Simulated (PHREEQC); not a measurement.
A made-up water analysis in mg/L, 70 °C, pH 6.76, pe 8.7: Na 387; K 12.7; Ca 100; Mg 59.1; Cl 645; S(6) as SO4 232; Alkalinity as HCO3 270; Pb 5.82; Li 0.0715; Zn 18.

Valence states are taken as typed.

Computed with PHREEQC (ion-association model, phreeqc.dat).

The ionic strength comes out as 0.0316 mol/kgw. What activity coefficients do Cl-, MgHCO3+, Zn(CO3)2-2, Mg+2, Ca+2 get?

Cl- 0.83, MgHCO3+ 0.83, Zn(CO3)2-2 0.48, Mg+2 0.51, Ca+2 0.50.

This is a speciation only: nothing precipitates in the calculation. Saturation is exceeded, for instance for Cerussite, Pb(OH)2; the values hold only as long as no solid forms. Away from 25 °C the constants follow the database's enthalpies or fits; those with neither stay at their 25 °C values. The database's zinc carbonate complexes are estimates, stronger than later reviews accept.
